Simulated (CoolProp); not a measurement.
Vapour-liquid equilibrium of propylene (1) + R125 (2) at 0.0194 MPa; x and y are mole fractions of (1).

Computed with CoolProp (multi-fluid Helmholtz-energy mixture model, Lemmon 2013 and Lemmon 2005; pair parameters Bell 2016).

```json
[
 {"x": "0.05", "bubble temperature (K)": "194.1", "y at the bubble point": "0.187", "dew temperature at overall composition x (K)": "195.8", "liquid density (mol/L)": "13.56"},
 {"x": "0.125", "bubble temperature (K)": "192.0", "y at the bubble point": "0.341", "dew temperature at overall composition x (K)": "194.9", "liquid density (mol/L)": "13.70"},
 {"x": "0.2", "bubble temperature (K)": "190.8", "y at the bubble point": "0.423", "dew temperature at overall composition x (K)": "193.9", "liquid density (mol/L)": "13.83"},
 {"x": "0.275", "bubble temperature (K)": "190.2", "y at the bubble point": "0.471", "dew temperature at overall composition x (K)": "192.9", "liquid density (mol/L)": "13.96"},
 {"x": "0.35", "bubble temperature (K)": "189.9", "y at the bubble point": "0.501", "dew temperature at overall composition x (K)": "191.8", "liquid density (mol/L)": "14.08"},
 {"x": "0.425", "bubble temperature (K)": "189.8", "y at the bubble point": "0.522", "dew temperature at overall composition x (K)": "190.8", "liquid density (mol/L)": "14.21"},
 {"x": "0.5", "bubble temperature (K)": "189.7", "y at the bubble point": "0.538", "dew temperature at overall composition x (K)": "189.9", "liquid density (mol/L)": "14.34"},
 {"x": "0.575", "bubble temperature (K)": "189.7", "y at the bubble point": "0.553", "dew temperature at overall composition x (K)": "189.8", "liquid density (mol/L)": "14.49"},
 {"x": "0.65", "bubble temperature (K)": "189.8", "y at the bubble point": "0.572", "dew temperature at overall composition x (K)": "190.4", "liquid density (mol/L)": "14.64"},
 {"x": "0.725", "bubble temperature (K)": "189.9", "y at the bubble point": "0.598", "dew temperature at overall composition x (K)": "191.3", "liquid density (mol/L)": "14.81"},
 {"x": "0.8", "bubble temperature (K)": "190.3", "y at the bubble point": "0.639", "dew temperature at overall composition x (K)": "192.3", "liquid density (mol/L)": "14.97"},
 {"x": "0.875", "bubble temperature (K)": "191.1", "y at the bubble point": "0.709", "dew temperature at overall composition x (K)": "193.2", "liquid density (mol/L)": "15.14"},
 {"x": "0.95", "bubble temperature (K)": "192.8", "y at the bubble point": "0.840", "dew temperature at overall composition x (K)": "194.2", "liquid density (mol/L)": "15.29"}
]
```

y crosses x between x = 0.5 and 0.575: the model has an azeotrope there.

The pair parameters rest on a limited set of measurements; away from them the model extrapolates.
